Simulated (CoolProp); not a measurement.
Vapour-liquid equilibrium of diethyl ether (1) + n-hexane (2) at 0.658 MPa; x and y are mole fractions of (1).

The numbers come from the multi-fluid Helmholtz-energy mixture model, Thol 2014 and Thol 2019; pair parameters Bell 2016 in CoolProp.

| x | bubble temperature, mixture model (°C) | bubble temperature, Raoult's law (°C) | y, mixture model | y, Raoult's law |
|---|---|---|---|---|
| 0.05 | 139.3 | 139.8 | 0.107 | 0.113 |
| 0.15 | 132.7 | 133.7 | 0.284 | 0.301 |
| 0.25 | ? | 128.3 | ? | 0.452 |
| 0.35 | 122.3 | 123.3 | ? | 0.574 |
| 0.45 | ? | 118.9 | ? | 0.674 |
| 0.55 | 114.2 | 114.8 | 0.718 | 0.757 |
| 0.65 | ? | 111.1 | 0.793 | 0.827 |
| 0.75 | 107.5 | 107.7 | 0.859 | 0.886 |
| 0.85 | ? | 104.6 | 0.919 | 0.937 |
| 0.95 | 101.6 | 101.6 | 0.974 | 0.980 |

Complete the blanks.


- 0.25, bubble temperature, mixture model (°C): 127.1
- 0.25, y, mixture model: 0.424
- 0.35, y, mixture model: 0.538
- 0.45, bubble temperature, mixture model (°C): 118.0
- 0.45, y, mixture model: 0.635
- 0.65, bubble temperature, mixture model (°C): 110.7
- 0.85, bubble temperature, mixture model (°C): 104.5

The largest gap from Raoult's law is -1.2 K in bubble temperature, at x = 0.25. No azeotrope shows between x = 0.05 and 0.95.

The pair parameters rest on a limited set of measurements; away from them the model extrapolates.
